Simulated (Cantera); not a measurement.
An isothermal, constant-pressure homogeneous reactor starts with NH3 : N2 = 1 : 0.47 (molar parts), at 2050 K and 0.0510 bar. Integrator tolerance rtol = 1e-08.

Model: the gas-phase N/H chemistry of the illustrative SiF4/NH3 mechanism in the Surface Chemkin manual (1991), integrated in Cantera. Walls and surfaces, which speed up NH3 decomposition in real reactors, are not modelled.

Q: What does this change do: temperature 2050 to 1300 K?

A: 
| quantity | before | after |
|---|---|---|
| x(NH3) at 20.0 s | 1.14e-6 (gas-phase equilibrium 2.75e-7) | 0.679 (gas-phase equilibrium 1.84e-6) |
| x(N2H2) at 20.0 s | <1e-12 (gas-phase equilibrium <1e-12) | 1.19e-7 (gas-phase equilibrium <1e-12) |
| x(N2) at 20.0 s | 0.391 (gas-phase equilibrium 0.391) | 0.320 (gas-phase equilibrium 0.393) |
| x(H) at 20.0 s | 0.00784 (gas-phase equilibrium 0.00784) | 6.90e-9 (gas-phase equilibrium 3.84e-6) |
| x(N) at 20.0 s | 2.10e-8 (gas-phase equilibrium 5.03e-9) | 7.26e-12 (gas-phase equilibrium <1e-12) |
| x(N2H4) at 20.0 s | <1e-12 (gas-phase equilibrium <1e-12) | 1.14e-8 (gas-phase equilibrium <1e-12) |
